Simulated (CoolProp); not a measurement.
A simple Rankine cycle with water: condensing at 311.15 K, boiler at 6.21 MPa, turbine inlet 566 K, turbine efficiency 0.8, pump efficiency 0.8, no recuperator. Each further row changes one setting.

The numbers come from the reference Helmholtz-energy equation of state, Wagner 2002 in CoolProp.

```json
[
 {"case": "as stated", "thermal efficiency (%)": "29.4", "net work (kJ/kg)": "788", "heat in (kJ/kg)": "2680", "turbine exit temperature (K)": "311.2", "volume ratio over the turbine": "505"},
 {"case": "turbine inlet 586 K", "thermal efficiency (%)": "29.6", "net work (kJ/kg)": "815", "heat in (kJ/kg)": "2760", "turbine exit temperature (K)": "311.2", "volume ratio over the turbine": "479"},
 {"case": "condensing temperature 303.15 K", "thermal efficiency (%)": "30.3", "net work (kJ/kg)": "823", "heat in (kJ/kg)": "2720", "turbine exit temperature (K)": "303.1", "volume ratio over the turbine": "762"},
 {"case": "boiler pressure 4.35 MPa", "thermal efficiency (%)": "28.4", "net work (kJ/kg)": "785", "heat in (kJ/kg)": "2760", "turbine exit temperature (K)": "311.2", "volume ratio over the turbine": "339"},
 {"case": "turbine efficiency 0.7", "thermal efficiency (%)": "25.7", "net work (kJ/kg)": "688", "heat in (kJ/kg)": "2680", "turbine exit temperature (K)": "311.2", "volume ratio over the turbine": "531"}
]
```

The expansion ends wet for: as stated; turbine inlet 586 K; condensing temperature 303.15 K; boiler pressure 4.35 MPa; turbine efficiency 0.7.
